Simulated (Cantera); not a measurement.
Input (Python, Cantera) and output of one run.

```python
import numpy as np
import cantera as ct

gas_names = """
    CL CL2 H HCL H2 Si SiCL SiCL2 SiCL3 SiCL4 SiH SiHCL3 SiH2 SiH2CL2 SiH3 SiH3CL SiH4 Si2 Si3
""".split()
cond_names = """
    Si(cr) Si(L)
""".split()


# ... load() reads the species with a 1 bar reference pressure and builds the phases ...
atoms = {
    'SiH2Cl2': {'Si': 1, 'H': 2, 'CL': 2},
    'HCl': {'H': 1, 'CL': 1},
    'H2': {'H': 2},
}
top_T = {}  # K; cautious upper limits of use, not melting points


# ... equilibrate(T, P, feed) seeds the gas with the atoms and calls Mixture.equilibrate('TP', solver="vcs", rtol=1e-11, max_steps=5000) ...
results = []
feed = {'SiH2Cl2': 1, 'HCl': 4.4, 'H2': 7.6}  # mol
P = 1333.22  # Pa
for T in [1175, 1225, 1275, 1325, 1375, 1425, 1475, 1525, 1575, 1625, 1675, 1725]:
    mix = equilibrate(T, P, feed)
    results.append((T, P, feed, dict(zip(mix.species_names, mix.species_moles))))

top = {s: max(r[3][s] / sum(r[3][g] for g in gas_names) for r in results) for s in gas_names}
cols = sorted((s for s in top if top[s] > 1e-05), key=lambda s: -top[s])[:7]
seen = [c for c in cond_names if any(r[3].get(c, 0) > 1e-12 for r in results)]
print("log10 of partial pressures in bar; condensed amounts in mol")
print(f"{'T/K':>10s}" + "".join(f"{s[:9]:>10s}" for s in cols + seen))
for T, P, feed, n in results:
    ng = sum(n[g] for g in gas_names)
    print(f"{T:10.4g}" + "".join(f"{np.log10(max(n[s] / ng * P / 1e5, 1e-99)):10.3f}" for s in cols)
          + "".join(f"{n.get(c, 0):10.4g}" for c in seen))
```

Output:

```
log10 of partial pressures in bar; condensed amounts in mol
       T/K        H2       HCL     SiCL2     SiCL4     SiCL3    SiHCL3         H
      1175    -2.019    -2.563    -4.118    -3.099    -4.104    -4.183    -7.921
      1225    -2.028    -2.529    -3.750    -3.191    -3.919    -4.196    -7.521
      1275    -2.041    -2.489    -3.490    -3.332    -3.818    -4.278    -7.153
      1325    -2.054    -2.453    -3.316    -3.526    -3.789    -4.419    -6.814
      1375    -2.065    -2.425    -3.205    -3.769    -3.818    -4.605    -6.498
      1425    -2.073    -2.407    -3.137    -4.047    -3.889    -4.820    -6.203
      1475    -2.078    -2.396    -3.096    -4.343    -3.985    -5.049    -5.926
      1525    -2.081    -2.389    -3.072    -4.641    -4.093    -5.280    -5.667
      1575    -2.083    -2.386    -3.057    -4.933    -4.204    -5.505    -5.423
      1625    -2.084    -2.384    -3.047    -5.214    -4.314    -5.722    -5.194
      1675    -2.085    -2.382    -3.041    -5.482    -4.420    -5.929    -4.978
      1725    -2.086    -2.382    -3.037    -5.737    -4.523    -6.125    -4.774
```

These are equilibrium values from Cantera (NASA tables, ideal gas, pure condensed phases), not measurements of a reactor. The tables' values for SiCl3, SiCl are old estimates; treat these amounts as uncertain.
